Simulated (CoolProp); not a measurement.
Vapour-liquid equilibrium of R1234ze(E) (1) + n-pentane (2) at 531 kPa; x and y are mole fractions of (1).

The numbers come from the multi-fluid Helmholtz-energy mixture model, Thol 2016 and Thol 2019; pair parameters Bell 2016 in CoolProp.

| x | bubble temperature, mixture model (°C) | bubble temperature, Raoult's law (°C) | y, mixture model | y, Raoult's law |
|---|---|---|---|---|
| 0.05 | 81.0 | 86.9 | 0.290 | 0.219 |
| 0.125 | 65.4 | 76.8 | 0.546 | 0.441 |
| 0.2 | 54.9 | 68.6 | 0.679 | 0.588 |
| 0.275 | 47.9 | 61.9 | 0.754 | 0.691 |
| 0.35 | 43.1 | 56.1 | 0.800 | 0.766 |
| 0.425 | 39.7 | 51.1 | 0.830 | 0.821 |
| 0.5 | 37.2 | 46.8 | 0.853 | 0.864 |
| 0.575 | 35.3 | 42.9 | 0.871 | 0.898 |
| 0.65 | 33.6 | 39.5 | 0.888 | 0.925 |
| 0.725 | 32.2 | 36.4 | 0.905 | 0.947 |
| 0.8 | 30.7 | 33.5 | 0.923 | 0.965 |
| 0.875 | 29.4 | 31.0 | 0.946 | 0.980 |
| 0.95 | 28.0 | 28.6 | 0.975 | 0.993 |

The largest gap from Raoult's law is -14.0 K in bubble temperature, at x = 0.275. No azeotrope shows between x = 0.05 and 0.95.

Pair parameters are fitted to limited data, so mixtures are less certain than the pure fluids.
